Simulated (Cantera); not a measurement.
Mixture: CH₄ : H₂ : O₂ : N₂ : CO₂ = 1 : 1.1 : 1.16 : 4.36 : 2 (molar parts), at 28.6 atm, adiabatic and at constant volume. Ignition delay is the time to a rise of 400 K.

Detailed kinetics in Cantera: GRI-Mech 3.0 (53 species, 325 reactions). The pressure lies above the range GRI-Mech 3.0 was tuned for (to about 10 atm).

Predict: delay at 1300 K; delay at 1500 K; delay at 1700 K; delay at 1900 K; delay at 2100 K; apparent activation energy between 1900 and 2100 K.


```json
{
  "delay at 1300 K": "51.3 µs",
  "delay at 1500 K": "13.1 µs",
  "delay at 1700 K": "4.91 µs",
  "delay at 1900 K": "2.00 µs",
  "delay at 2100 K": "0.881 µs",
  "apparent activation energy between 1900 and 2100 K": "140 kJ/mol"
}
```
